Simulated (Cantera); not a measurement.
A Cantera script and what it prints.

```python
import numpy as np
import cantera as ct

gas_names = """
    C CN CO CO2 C2 CCN CNC C2N2 C2O C3 C3O2 C4 C4N2 C5 N NCO NO NO2 NO3 N2 N2O O O2 O3 Pb PbO Pb2
""".split()
cond_names = """
    C(gr) Pb(cr) Pb(L) PbO(rd) PbO(yw) PbO(L) PbO2(s) Pb3O4(s)
""".split()


# ... load() reads the species with a 1 bar reference pressure and builds the phases ...
atoms = {
    'Pb': {'Pb': 1},
    'CO': {'C': 1, 'O': 1},
    'N2': {'N': 2},
}
top_T = {'C(gr)': 4500, 'Pb3O4(s)': 820}  # K; cautious upper limits of use, not melting points


# ... equilibrate(T, P, feed) seeds the gas with the atoms and calls Mixture.equilibrate('TP', solver="vcs", rtol=1e-11, max_steps=5000) ...
results = []
P = 12000  # Pa
for T in [700, 775, 850, 925, 1000, 1075, 1150, 1225, 1300, 1375, 1450, 1525, 1600]:
    for m in [6.5, 9.1, 12, 14, 17, 19, 22, 25, 27]:
        feed = {'Pb': 1, 'CO': 0.085, 'N2': m}  # mol
        mix = equilibrate(T, P, feed)
        results.append((T, P, feed, dict(zip(mix.species_names, mix.species_moles))))

for T, P, feed, n in results:
    print(f"{T:7g} {feed['N2']:10.4g}  " + (" + ".join(c for c in cond_names if n.get(c, 0) > 1e-12) or "gas only"))
```

It prints:

```
    700        6.5  C(gr) + Pb(L)
    700        9.1  C(gr) + Pb(L)
    700         12  C(gr) + Pb(L)
    700         14  C(gr) + Pb(L)
    700         17  C(gr) + Pb(L)
    700         19  C(gr) + Pb(L)
    700         22  C(gr) + Pb(L)
    700         25  C(gr) + Pb(L)
    700         27  C(gr) + Pb(L)
    775        6.5  C(gr) + Pb(L)
    775        9.1  C(gr) + Pb(L)
    775         12  C(gr) + Pb(L)
    775         14  C(gr) + Pb(L)
    775         17  C(gr) + Pb(L)
    775         19  C(gr) + Pb(L)
    775         22  C(gr) + Pb(L)
    775         25  C(gr) + Pb(L)
    775         27  C(gr) + Pb(L)
    850        6.5  C(gr) + Pb(L)
    850        9.1  C(gr) + Pb(L)
    850         12  C(gr) + Pb(L)
    850         14  C(gr) + Pb(L)
    850         17  C(gr) + Pb(L)
    850         19  C(gr) + Pb(L)
    850         22  C(gr) + Pb(L)
    850         25  C(gr) + Pb(L)
    850         27  C(gr) + Pb(L)
    925        6.5  C(gr) + Pb(L)
    925        9.1  C(gr) + Pb(L)
    925         12  C(gr) + Pb(L)
    925         14  C(gr) + Pb(L)
    925         17  C(gr) + Pb(L)
    925         19  C(gr) + Pb(L)
    925         22  C(gr) + Pb(L)
    925         25  C(gr) + Pb(L)
    925         27  C(gr) + Pb(L)
   1000        6.5  C(gr) + Pb(L)
   1000        9.1  C(gr) + Pb(L)
   1000         12  C(gr) + Pb(L)
   1000         14  C(gr) + Pb(L)
   1000         17  C(gr) + Pb(L)
   1000         19  C(gr) + Pb(L)
   1000         22  C(gr) + Pb(L)
   1000         25  C(gr) + Pb(L)
   1000         27  C(gr) + Pb(L)
   1075        6.5  C(gr) + Pb(L)
   1075        9.1  C(gr) + Pb(L)
   1075         12  C(gr) + Pb(L)
   1075         14  C(gr) + Pb(L)
   1075         17  C(gr) + Pb(L)
   1075         19  C(gr) + Pb(L)
   1075         22  C(gr) + Pb(L)
   1075         25  C(gr) + Pb(L)
   1075         27  C(gr) + Pb(L)
   1150        6.5  C(gr) + Pb(L)
   1150        9.1  C(gr) + Pb(L)
   1150         12  C(gr) + Pb(L)
   1150         14  C(gr) + Pb(L)
   1150         17  C(gr) + Pb(L)
   1150         19  C(gr) + Pb(L)
   1150         22  C(gr) + Pb(L)
   1150         25  C(gr) + Pb(L)
   1150         27  C(gr) + Pb(L)
   1225        6.5  C(gr) + Pb(L)
   1225        9.1  C(gr) + Pb(L)
   1225         12  C(gr) + Pb(L)
   1225         14  C(gr) + Pb(L)
   1225         17  C(gr) + Pb(L)
   1225         19  C(gr) + Pb(L)
   1225         22  C(gr) + Pb(L)
   1225         25  C(gr) + Pb(L)
   1225         27  C(gr) + Pb(L)
   1300        6.5  C(gr) + Pb(L)
   1300        9.1  C(gr) + Pb(L)
   1300         12  C(gr) + Pb(L)
   1300         14  C(gr) + Pb(L)
   1300         17  C(gr) + Pb(L)
   1300         19  C(gr) + Pb(L)
   1300         22  C(gr) + Pb(L)
   1300         25  C(gr) + Pb(L)
   1300         27  C(gr) + Pb(L)
   1375        6.5  C(gr) + Pb(L)
   1375        9.1  C(gr) + Pb(L)
   1375         12  C(gr) + Pb(L)
   1375         14  C(gr) + Pb(L)
   1375         17  C(gr) + Pb(L)
   1375         19  C(gr)
   1375         22  C(gr)
   1375         25  C(gr)
   1375         27  C(gr)
   1450        6.5  C(gr) + Pb(L)
   1450        9.1  C(gr)
   1450         12  C(gr)
   1450         14  C(gr)
   1450         17  gas only
   1450         19  gas only
   1450         22  gas only
   1450         25  gas only
   1450         27  gas only
   1525        6.5  gas only
   1525        9.1  gas only
   1525         12  gas only
   1525         14  gas only
   1525         17  gas only
   1525         19  gas only
   1525         22  gas only
   1525         25  gas only
   1525         27  gas only
   1600        6.5  gas only
   1600        9.1  gas only
   1600         12  gas only
   1600         14  gas only
   1600         17  gas only
   1600         19  gas only
   1600         22  gas only
   1600         25  gas only
   1600         27  gas only
```

Method: chemical equilibrium by Gibbs-energy minimisation in Cantera with the NASA 1993 tables (ideal gas, pure condensed phases).
